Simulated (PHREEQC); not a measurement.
Acid rinse or clean

Consider water at 10 °C and 100 atm with 0.0046 mol/kgw HNO3, 5.5e-05 mol/kgw CaCl2 and 0.00017 mol/kgw MgCl2. Closed to the air; pH follows from the charge balance.

The numbers come from PHREEQC with the ion-association model, phreeqc.dat.

No solid was allowed to form.

Problem. Estimate the pH.

Solution. pH 2.37.

Under pressure, the constants of complexes without a molar volume in the database are unreliable. Away from 25 °C the constants follow the database's enthalpies or fits; those with neither stay at their 25 °C values.
